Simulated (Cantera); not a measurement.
An isothermal, constant-pressure homogeneous reactor starts with N2O : N2 = 1 : 0.27 (molar parts), at 1350 K and 0.0132 atm. Integrator tolerance rtol = 1e-08.

Computed with Cantera and GRI-Mech 3.0 (53 species, 325 reactions). GRI-Mech 3.0 was tuned for natural gas; its chemistry of N2O as a main component is partial and can be far from experiment. Radical loss at walls, strong at low pressure, is not modelled. The mechanism lacks the step 2 NO + O2 → 2 NO2, which can matter for NO2 below about 1400 K. The temperature is held fixed by assumption; the heat of reaction is taken as removed at once.

What does this change do: temperature 1350 to 1473 K?


```json
[
 {"quantity": "x(N2O) at 2.00 s", "before": "0.598 (gas-phase equilibrium 4.30e-9)", "after": "0.209 (gas-phase equilibrium 8.09e-9)"},
 {"quantity": "x(NO2) at 2.00 s", "before": "3.13e-6 (gas-phase equilibrium 7.16e-7)", "after": "1.82e-5 (gas-phase equilibrium 9.22e-7)"},
 {"quantity": "x(NO) at 2.00 s", "before": "0.0234 (gas-phase equilibrium 0.000602)", "after": "0.0970 (gas-phase equilibrium 0.00119)"},
 {"quantity": "x(N2) at 2.00 s", "before": "0.322 (gas-phase equilibrium 0.717)", "after": "0.535 (gas-phase equilibrium 0.717)"},
 {"quantity": "x(O2) at 2.00 s", "before": "0.0562 (gas-phase equilibrium 0.282)", "after": "0.159 (gas-phase equilibrium 0.282)"},
 {"quantity": "x(O) at 2.00 s", "before": "1.43e-5 (gas-phase equilibrium 1.95e-6)", "after": "5.48e-5 (gas-phase equilibrium 1.29e-5)"}
]
```

What does this change do: temperature 1350 to 1048 K?


| quantity | before | after |
|---|---|---|
| x(N2O) at 2.00 s | 0.598 (gas-phase equilibrium 4.30e-9) | 0.787 (gas-phase equilibrium 4.98e-10) |
| x(NO2) at 2.00 s | 3.13e-6 (gas-phase equilibrium 7.16e-7) | 3.85e-10 (gas-phase equilibrium 3.01e-7) |
| x(NO) at 2.00 s | 0.0234 (gas-phase equilibrium 0.000602) | 2.48e-5 (gas-phase equilibrium 5.76e-5) |
| x(N2) at 2.00 s | 0.322 (gas-phase equilibrium 0.717) | 0.213 (gas-phase equilibrium 0.717) |
| x(O2) at 2.00 s | 0.0562 (gas-phase equilibrium 0.282) | 0.000224 (gas-phase equilibrium 0.282) |
| x(O) at 2.00 s | 1.43e-5 (gas-phase equilibrium 1.95e-6) | 1.19e-7 (gas-phase equilibrium 2.93e-9) |
